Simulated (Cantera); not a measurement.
An isothermal, constant-pressure homogeneous reactor starts with CO : O2 : H2O : N2 = 0.0053 : 0.0028 : 0.0032 : 1 (molar parts), equivalence ratio 0.95, at 1023 K and 100.0 Torr. Integrator tolerance rtol = 1e-08.

Model: GRI-Mech 3.0 (53 species, 325 reactions), integrated in Cantera.

Problem. What does this change do: temperature 1023 to 900 K?

Solution. 
```tsv
quantity	before	after
x(CO) at 4.00 s	2.55e-5 (gas-phase equilibrium 1.56e-10)	0.000426 (gas-phase equilibrium 1.65e-12)
x(O2) at 4.00 s	0.000168 (gas-phase equilibrium 0.000148)	0.000382 (gas-phase equilibrium 0.000149)
x(H2O) at 4.00 s	0.00316 (gas-phase equilibrium 0.00317)	0.00312 (gas-phase equilibrium 0.00317)
x(CO2) at 4.00 s	0.00523 (gas-phase equilibrium 0.00525)	0.00483 (gas-phase equilibrium 0.00525)
x(OH) at 4.00 s	2.75e-6 (gas-phase equilibrium 8.60e-9)	1.98e-6 (gas-phase equilibrium 6.33e-10)
```
